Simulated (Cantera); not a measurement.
What does this Cantera script print?

```python
import numpy as np
import cantera as ct

gas = ct.Solution("gri30.yaml")
gas.TPX = 700, 101325, {'C3H8': 1, 'O2': 4.17, 'N2': 15.7}
flame = ct.FreeFlame(gas, width=0.04)
flame.set_refine_criteria(ratio=3, slope=0.08, curve=0.16)
flame.transport_model = "mixture-averaged"
flame.solve(loglevel=0, auto=True)
z, T = flame.grid, flame.T
thick = (T[-1] - T[0]) / np.gradient(T, z).max()
show = ['C3H8', 'O2', 'OH', 'CH3', 'NO2', 'CO']
print(f"laminar burning velocity  {flame.velocity[0] * 100:.3f} cm/s")
print(f"burnt temperature         {T[-1]:.1f} K")
print(f"thermal thickness         {thick * 1e3:.4f} mm")
print(f"grid points               {len(z)}")
z0 = z[flame.heat_release_rate.argmax()]
print(f"{'z/mm':>9s}{'T/K':>9s}{'u/(m/s)':>9s}" + "".join(f"{s:>11s}" for s in show))
rows = []
for k in (-3, -2, -1.5, -1, -0.5, -0.25, 0, 0.25, 0.5, 1, 2, 4, 8):
    zz = z0 + k * thick
    rows.append([k * thick, np.interp(zz, z, T), np.interp(zz, z, flame.velocity),
                 *(np.interp(zz, z, flame.X[gas.species_index(s)]) for s in show)])
    print(f"{rows[-1][0] * 1e3:9.3f}{rows[-1][1]:9.1f}{rows[-1][2]:9.3f}" + "".join(f"{x:11.3e}" for x in rows[-1][3:]))
```

It prints:

```
laminar burning velocity  208.421 cm/s
burnt temperature         2445.7 K
thermal thickness         0.2412 mm
grid points               143
     z/mm      T/K  u/(m/s)       C3H8         O2         OH        CH3        NO2         CO
   -0.724    700.1    2.088  4.785e-02  1.995e-01  4.798e-12  6.816e-08  4.262e-11  4.341e-06
   -0.482    701.2    2.097  4.772e-02  1.988e-01  5.957e-10  7.554e-07  6.731e-10  5.693e-05
   -0.362    706.1    2.120  4.752e-02  1.975e-01  1.698e-08  3.509e-06  3.717e-09  2.878e-04
   -0.241    743.8    2.255  4.669e-02  1.923e-01  8.240e-07  3.251e-05  2.371e-08  2.106e-03
   -0.121   1050.5    3.295  3.459e-02  1.589e-01  4.126e-05  1.018e-03  5.951e-08  1.924e-02
   -0.060   1441.3    4.698  1.193e-02  1.143e-01  4.985e-04  3.892e-03  4.168e-08  4.668e-02
    0.000   1832.7    6.140  4.498e-04  6.496e-02  2.585e-03  3.056e-03  1.284e-08  7.857e-02
    0.060   2036.2    6.865  9.840e-07  3.381e-02  6.141e-03  6.529e-04  3.344e-09  9.033e-02
    0.121   2099.1    7.068  3.086e-10  1.973e-02  8.770e-03  7.796e-05  3.110e-09  8.599e-02
    0.241   2135.4    7.152  3.597e-17  1.161e-02  1.021e-02  5.561e-07  3.744e-09  7.472e-02
    0.482   2174.1    7.245  1.084e-24  8.911e-03  1.017e-02  1.904e-10  4.076e-09  6.750e-02
    0.965   2223.6    7.382  1.162e-32  7.418e-03  9.689e-03  3.894e-14  4.820e-09  6.541e-02
    1.929   2286.0    7.556 -1.311e-38  5.723e-03  8.765e-03  2.500e-14  6.381e-09  6.414e-02
```

Computed with Cantera and GRI-Mech 3.0 (53 species, 325 reactions). GRI-Mech 3.0 was tuned for natural gas; its chemistry of propane as a main component is partial and can be far from experiment. Burning velocities carry a grid error of a few per cent, more on coarse grids.
